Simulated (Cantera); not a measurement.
An isothermal plug-flow reactor at 700 K and 3750 Torr (inlet), inlet velocity 1 m/s, active area per volume 1100 1/m; feed CO : O2 : N2 : H2O = 0.0068 : 0.12 : 0.79 : 0.015 (molar parts).

Computed with Cantera and Deutschmann's 1995 Pt surface mechanism with GRI-Mech 3.0 gas chemistry. Catalytic surfaces can have several steady states; this one follows from the mechanism file's or the stated starting coverage. Mass transfer to the wall is taken as infinitely fast.

One state of this run: x CO = 0.00681; x O2 = 0.129; x H2O = 0.0161; x CO2 = 0.000493; θ free Pt = 0.00928; θ O* = 0.981; θ OH* = 0.00529; θ CO* = 0.00394. x: gas mole fraction; θ: surface coverage.

Q: Which value of z (m) does it belong to?
(A) 0.00036
(B) 7.8e-05
(C) 0.00078
(D) 0.0017

A: D, 0.0017
